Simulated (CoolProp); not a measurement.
Methanol at 441.39 K and 0.764 MPa flows at 0.13 m/s in a round tube of 4.6 mm bore and 1.5 µm roughness, fully developed (64/Re and Nu = 3.66 if laminar; Colebrook and Gnielinski if turbulent). Each further row changes one setting.

Values from CoolProp's reference Helmholtz-energy equation of state, de Reuck 1993.

```tsv
case	Reynolds number	Darcy friction factor	pressure drop (Pa/m)	heat-transfer coefficient (W/(m² K))	mass flow (kg/h)
as stated	(withheld)	(withheld)	(withheld)	25.5	0.0555
velocity 0.26 m/s	604	0.106	5.55	25.5	0.111
diameter 9.2 mm	604	0.106	0.694	12.7	(withheld)
```

Q: Some entries are withheld; supply them.

A: 
- as stated, Reynolds number: 302
- as stated, Darcy friction factor: 0.212
- as stated, pressure drop (Pa/m): 2.77
- diameter 9.2 mm, mass flow (kg/h): 0.222

Viscosity comes from a separate model (Xiang 2006). Thermal conductivity comes from a separate model (Sykioti 2013).
